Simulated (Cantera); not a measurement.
# C2F6 + H2 (fluorocarbon and chlorocarbon gases)

Input: 1 mol C2F6, 0.098 mol H2, at 10.0 Torr.

Method: chemical equilibrium by Gibbs-energy minimisation in Cantera with the NASA 1993 tables (ideal gas, pure condensed phases). Candidate condensed phases: C, C6H6, C7H8, C8H18; 95 gas species. The feed counts by its element totals alone. The tables' values for C2F4 are old estimates; treat these amounts as uncertain. Gases not in the tables: C2F6 and larger saturated fluorocarbons. Equilibrium is a limit: real reactors are often held back by kinetics, nucleation or transport.

```tsv
T (°C)	x CF4	x CF2	x F	x HF	x CF3	n C(graphite)
1677	0.807	0.0567	0.0167	0.114	0.00514	0.505
1727	0.770	0.0847	0.0270	0.111	0.00702	0.483
1777	0.718	0.123	0.0422	0.108	0.00927	0.452
1827	0.650	0.171	0.0641	0.103	0.0118	0.410
1877	0.564	0.230	0.0944	0.0964	0.0143	0.355
1927	0.464	0.295	0.135	0.0888	0.0164	0.286
1977	0.355	0.360	0.185	0.0803	0.0176	0.208
```
x: gas mole fraction; n: condensed amount in mol.

From 1677 °C to 1977 °C the condensed part is C(graphite). The main C-bearing gas is CF4 at 1677 °C and CF2 at 1977 °C. The share of C in condensed phases is highest at 1677 °C (25.3 %) and lowest at 1977 °C (10.4 %).
